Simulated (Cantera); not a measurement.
A closed system holds: 1 mol C3H8, 1.6 mol H2O, at 13.3 mbar.

Method: chemical equilibrium by Gibbs-energy minimisation in Cantera with the NASA 1993 tables (ideal gas, pure condensed phases). Candidate condensed phases: C, C6H6, C7H8, C8H18, H2O; 131 gas species. Ions and electrons are included (thermal ionisation). Equilibrium is a limit: real reactors are often held back by kinetics, nucleation or transport.

Q: At 3250 K, list the 4 most abundant gas species with their mole fractions, and the condensed phases.

A: H 0.748, CO 0.129, H2 0.0723, C3 0.0241. Condensed: gas only.
